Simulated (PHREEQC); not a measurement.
0.046 g of hydrous ferric oxide (600 m²/g; 0.2 weak and 0.005 strong sites per Fe, Dzombak-Morel constants, diffuse double layer) in 1 kg of water with 0.05 mol/kgw of an inert sodium salt and 2.4e-07 mol MnCl2 and 4e-07 mol CaCl2, at 25 °C; the pH is set by adding NaOH or the inert anion's acid. The system is closed to oxygen. No CO2 enters from the air. Precipitation was switched off in this run.

Base run: PHREEQC, ion-association model, wateq4f.dat. Each further column changes one thing. The table gives Ca sorbed (%).

```json
[
 {"pH": "3", "base": "0.0", "no electrostatic term (-no_edl)": "0.0", "background salt from 0.05 to 0.005 mol/kgw": "0.0", "oxide from 0.046 to 0.23 g/kgw": "0.0", "2.2e-05 mol/kgw BaCl2 added": "0.0"},
 {"pH": "3.5", "base": "0.0", "no electrostatic term (-no_edl)": "0.0", "background salt from 0.05 to 0.005 mol/kgw": "0.0", "oxide from 0.046 to 0.23 g/kgw": "0.0", "2.2e-05 mol/kgw BaCl2 added": "0.0"},
 {"pH": "4.5", "base": "0.0", "no electrostatic term (-no_edl)": "0.0", "background salt from 0.05 to 0.005 mol/kgw": "0.0", "oxide from 0.046 to 0.23 g/kgw": "0.0", "2.2e-05 mol/kgw BaCl2 added": "0.0"},
 {"pH": "5", "base": "0.0", "no electrostatic term (-no_edl)": "0.1", "background salt from 0.05 to 0.005 mol/kgw": "0.0", "oxide from 0.046 to 0.23 g/kgw": "0.0", "2.2e-05 mol/kgw BaCl2 added": "0.0"},
 {"pH": "5.5", "base": "0.0", "no electrostatic term (-no_edl)": "0.2", "background salt from 0.05 to 0.005 mol/kgw": "0.0", "oxide from 0.046 to 0.23 g/kgw": "0.0", "2.2e-05 mol/kgw BaCl2 added": "0.0"},
 {"pH": "6.5", "base": "0.0", "no electrostatic term (-no_edl)": "1.5", "background salt from 0.05 to 0.005 mol/kgw": "0.0", "oxide from 0.046 to 0.23 g/kgw": "0.1", "2.2e-05 mol/kgw BaCl2 added": "0.0"},
 {"pH": "7", "base": "0.1", "no electrostatic term (-no_edl)": "3.5", "background salt from 0.05 to 0.005 mol/kgw": "0.1", "oxide from 0.046 to 0.23 g/kgw": "0.6", "2.2e-05 mol/kgw BaCl2 added": "0.1"},
 {"pH": "7.5", "base": "0.8", "no electrostatic term (-no_edl)": "6.0", "background salt from 0.05 to 0.005 mol/kgw": "0.9", "oxide from 0.046 to 0.23 g/kgw": "3.9", "2.2e-05 mol/kgw BaCl2 added": "0.6"},
 {"pH": "8.5", "base": "27.8", "no electrostatic term (-no_edl)": "8.0", "background salt from 0.05 to 0.005 mol/kgw": "40.6", "oxide from 0.046 to 0.23 g/kgw": "68.2", "2.2e-05 mol/kgw BaCl2 added": "6.1"},
 {"pH": "9", "base": "71.4", "no electrostatic term (-no_edl)": "7.3", "background salt from 0.05 to 0.005 mol/kgw": "84.6", "oxide from 0.046 to 0.23 g/kgw": "93.7", "2.2e-05 mol/kgw BaCl2 added": "22.2"},
 {"pH": "9.5", "base": "93.8", "no electrostatic term (-no_edl)": "6.4", "background salt from 0.05 to 0.005 mol/kgw": "97.8", "oxide from 0.046 to 0.23 g/kgw": "99.0", "2.2e-05 mol/kgw BaCl2 added": "64.3"},
 {"pH": "10.5", "base": "99.7", "no electrostatic term (-no_edl)": "5.6", "background salt from 0.05 to 0.005 mol/kgw": "100.0", "oxide from 0.046 to 0.23 g/kgw": "100.0", "2.2e-05 mol/kgw BaCl2 added": "97.5"},
 {"pH": "11", "base": "99.9", "no electrostatic term (-no_edl)": "5.5", "background salt from 0.05 to 0.005 mol/kgw": "100.0", "oxide from 0.046 to 0.23 g/kgw": "100.0", "2.2e-05 mol/kgw BaCl2 added": "99.3"}
]
```

The oxide is taken as insoluble; below pH 4 it would dissolve.
